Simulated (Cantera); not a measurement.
Mixture: CH4 : O2 : N2 = 1 : 3.39 : 12.7 (molar parts), equivalence ratio 0.59, at 1350 Torr, adiabatic and at constant pressure. Ignition delay is the time to a rise of 400 K.

Model: GRI-Mech 3.0 (53 species, 325 reactions), integrated in Cantera.

Task: What does this change do: pressure from 1350 Torr to 15800 Torr?

Result: 
```csv
quantity,before,after
delay at 1000 K,0.450 s,35.2 ms
delay at 1200 K,20.6 ms,1.74 ms
delay at 1400 K,1.72 ms,0.201 ms
delay at 1600 K,0.255 ms,35.2 µs
delay at 1800 K,63.9 µs,8.39 µs
apparent activation energy between 1700 and 1900 K,160 kJ/mol,170 kJ/mol
```
The pressure lies above the range GRI-Mech 3.0 was tuned for (to about 10 atm).

Task: What does this change do: 0.16 parts H2 added?

Result: 
| quantity | before | after |
|---|---|---|
| delay at 1000 K | 0.450 s | 44.1 ms |
| delay at 1200 K | 20.6 ms | 4.95 ms |
| delay at 1400 K | 1.72 ms | 0.727 ms |
| delay at 1600 K | 0.255 ms | 0.155 ms |
| delay at 1800 K | 63.9 µs | 47.5 µs |
| apparent activation energy between 1700 and 1900 K | 160 kJ/mol | 140 kJ/mol |
